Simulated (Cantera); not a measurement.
Input (Python, Cantera):

```python
import numpy as np
import cantera as ct

gas = ct.Solution("gri30.yaml")
gas.TPX = 2725, 14000, {'CH4': 0.0018, 'H2': 1, 'O2': 0.0084}
reactor = ct.IdealGasConstPressureReactor(gas, energy="off", clone=False)
net = ct.ReactorNet([reactor])
net.rtol, net.atol = 1e-08, 1e-18
show = ['CH4', 'H2', 'O2', 'CO', 'CH2CO', 'HO2', 'C2H4']
times = np.geomspace(3e-05, 5, 11)

steps = ct.SolutionArray(gas, extra=["t"])
rows = []
print(f"{'t/s':>10s}{'T/K':>9s}{'P/Pa':>11s}" + "".join(f"{s:>11s}" for s in show))
for t in times:
    while net.time < t:
        t_next = net.step()
        steps.append(gas.state, t=t_next)
    rows.append([np.interp(t, steps.t, y) for y in (steps.T, steps.P, *steps(*show).X.T)])
    print(f"{t:10.3e}{rows[-1][0]:9.1f}{rows[-1][1]:11.4g}" + "".join(f"{x:11.3e}" for x in rows[-1][2:]))
rate = np.gradient(steps.T, steps.t)
print("integrator steps:", len(steps.t))
if steps.T.max() > steps.T[0] + 200:
    print(f"time of steepest temperature rise: {steps.t[rate.argmax()]:.4e} s")
gas.TPX = 2725, 14000, {'CH4': 0.0018, 'H2': 1, 'O2': 0.0084}
gas.equilibrate("TP")
print(f"equilibrium (TP): T = {gas.T:.1f} K  " + "  ".join(f"{s} {gas[s].X[0]:.3e}" for s in show))
```

Output:

```
       t/s      T/K       P/Pa        CH4         H2         O2         CO      CH2CO        HO2       C2H4
 3.000e-05   2725.0    1.4e+04  1.503e-03  9.776e-01  5.263e-03  5.992e-06  7.266e-10  9.769e-06  2.064e-07
 9.984e-05   2725.0    1.4e+04  1.133e-03  9.571e-01  3.743e-05  4.544e-05  5.599e-09  3.695e-08  1.023e-06
 3.323e-04   2725.0    1.4e+04  6.997e-04  9.450e-01  2.761e-08  1.815e-04  4.813e-08  6.362e-11  8.826e-07
 1.106e-03   2725.0    1.4e+04  1.380e-04  9.255e-01  6.443e-08  7.827e-04  9.829e-08  1.057e-10  1.316e-07
 3.680e-03   2725.0    1.4e+04  3.984e-06  8.942e-01  1.460e-07  1.660e-03  5.343e-09  1.633e-10  1.697e-09
 1.225e-02   2725.0    1.4e+04  3.233e-12  8.466e-01  3.689e-07  1.662e-03  2.505e-17  2.738e-10  7.065e-20
 4.076e-02   2725.0    1.4e+04  2.075e-12  8.315e-01  4.664e-07  1.649e-03  1.665e-17  3.110e-10  3.696e-20
 1.356e-01   2725.0    1.4e+04  2.069e-12  8.314e-01  4.671e-07  1.649e-03  1.661e-17  3.113e-10  3.681e-20
 4.514e-01   2725.0    1.4e+04  2.069e-12  8.314e-01  4.671e-07  1.649e-03  1.661e-17  3.113e-10  3.681e-20
 1.502e+00   2725.0    1.4e+04  2.069e-12  8.314e-01  4.671e-07  1.649e-03  1.661e-17  3.113e-10  3.681e-20
 5.000e+00   2725.0    1.4e+04  2.069e-12  8.314e-01  4.671e-07  1.649e-03  1.661e-17  3.113e-10  3.681e-20
integrator steps: 1780
equilibrium (TP): T = 2725.0 K  CH4 2.210e-12  H2 8.314e-01  O2 4.671e-07  CO 1.649e-03  CH2CO 1.773e-17  HO2 3.113e-10  C2H4 3.924e-20
```

Model: GRI-Mech 3.0 (53 species, 325 reactions), integrated in Cantera.
